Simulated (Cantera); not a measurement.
An isothermal, constant-pressure homogeneous reactor starts with C2H6 : N2 = 1 : 160 (molar parts), at 1998 K and 1.01 bar.

Cantera simulation using GRI-Mech 3.0 (53 species, 325 reactions); the numbers are that mechanism's predictions, not measurements. GRI-Mech 3.0 stops at C3 and has no aromatics, soot or wall deposition, so with more carbon than oxygen in the feed, carbon stays in small species such as C2H2 where larger ones or solid carbon would form.

Task: Predict: x(C2H) at 200 s; x(HCN) at 200 s; x(CH2) at 200 s; x(CH3) at 200 s; x(CH4) at 200 s.

Result: 
| Quantity | Result |
|---|---|
| x(C2H) at 200 s | 1.51e-6 (gas-phase equilibrium 8.01e-8) |
| x(HCN) at 200 s | 0.00108 (gas-phase equilibrium 0.0117) |
| x(CH2) at 200 s | 4.43e-9 (gas-phase equilibrium 1.95e-9) |
| x(CH3) at 200 s | 2.36e-7 (gas-phase equilibrium 1.04e-7) |
| x(CH4) at 200 s | 8.23e-7 (gas-phase equilibrium 3.62e-7) |
